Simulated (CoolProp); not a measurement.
Vapour-liquid equilibrium of cyclohexane (1) + toluene (2) at 1.15 MPa; x and y are mole fractions of (1).

The numbers come from the multi-fluid Helmholtz-energy mixture model, Zhou 2014 and Lemmon 2006; pair parameters Bell 2016 in CoolProp.

```
x      bubble temperature (°C)  y at the bubble point  dew temperature at overall composition x (°C)  liquid density (mol/L)
-----  -----------------------  ---------------------  ---------------------------------------------  ----------------------
0.05                     222.5                  0.082                                          223.7                   6.963
0.125                    218.5                  0.193                                          221.0                   6.980
0.2                      214.9                  0.293                                          218.3                   6.993
0.275                    211.5                  0.383                                          215.6                   7.003
0.35                     208.5                  0.465                                          212.8                   7.009
0.425                    205.7                  0.540                                          210.0                   7.013
0.5                      203.1                  0.609                                          207.2                   7.016
0.575                    200.7                  0.674                                          204.4                   7.017
0.65                     198.6                  0.735                                          201.6                   7.018
0.725                    196.5                  0.794                                          198.9                   7.019
0.8                      194.7                  0.851                                          196.3                   7.020
0.875                    192.9                  0.907                                          193.9                   7.021
0.95                     191.3                  0.962                                          191.7                   7.024
```

No azeotrope shows between x = 0.05 and 0.95.

The pair parameters rest on a limited set of measurements; away from them the model extrapolates.
